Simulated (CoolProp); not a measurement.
Aqueous calcium chloride as a coolant, 19 % by mass, freezing at -16.6 °C, 1 atm.

The numbers come from the Melinder's fits for secondary coolants in CoolProp.

```
T (°C)  viscosity (mPa s)  cp (kJ/(kg K))  density (kg/m³)  conductivity (W/(m K))
------  -----------------  --------------  ---------------  ----------------------
-9.3                 4.06           3.070             1177                   0.533
0.3                     …           3.100             1175                   0.547
9.8                     …           3.128             1173                       …
19.3                 1.85               …             1171                   0.575
28.9                 1.51           3.174             1168                   0.589
38.4                 1.26           3.193             1162                   0.603
```

**Question.** Some entries are withheld; supply them.

**Answer.** 
- 0.3, viscosity (mPa s): 3.02
- 9.8, viscosity (mPa s): 2.33
- 9.8, conductivity (W/(m K)): 0.561
- 19.3, cp (kJ/(kg K)): 3.152
